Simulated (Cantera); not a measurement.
A perfectly stirred reactor is fed with 3.75 % C3H8, 19.7 % O2, 74.3 % N2, 2.21 % H2O, at 0.210 bar; it is adiabatic with a 575 K inlet, and is followed from long to short residence time, starting on the burning branch (τ in s: 0.022, 0.011, 0.0053, 0.0026, 0.0013, 0.00062, 0.0003, 0.00015, 7.2e-05, 3.5e-05, 1.7e-05).

Model: GRI-Mech 3.0 (53 species, 325 reactions), integrated in Cantera. GRI-Mech 3.0 was tuned for natural gas; its chemistry of propane as a main component is partial and can be far from experiment.

Q: Predict: blow-out, bracketed by the residence times tried; x(C3H8) at τ = 22.0 ms; x(O2) at τ = 22.0 ms; x(H2O) at τ = 22.0 ms; x(C2H) at τ = 22.0 ms; x(NO) at τ = 22.0 ms; x(C3H8) at τ = 0.620 ms; x(O2) at τ = 0.620 ms; x(H2O) at τ = 0.620 ms; x(C2H) at τ = 0.620 ms; x(NO) at τ = 0.620 ms.

A: 
```json
{
  "blow_out_bracketed_by_the_residence_times_tried": "burning at 0.300 ms, out at 0.150 ms",
  "x(C3H8) at τ = 22.0 ms": "1.26e-6",
  "x(O2) at τ = 22.0 ms": "0.0244",
  "x(H2O) at τ = 22.0 ms": "0.144",
  "x(C2H) at τ = 22.0 ms": "2.61e-8",
  "x(NO) at τ = 22.0 ms": "0.000372",
  "x(C3H8) at τ = 0.620 ms": "3.85e-5",
  "x(O2) at τ = 0.620 ms": "0.0353",
  "x(H2O) at τ = 0.620 ms": "0.132",
  "x(C2H) at τ = 0.620 ms": "2.77e-7",
  "x(NO) at τ = 0.620 ms": "3.53e-5"
}
```
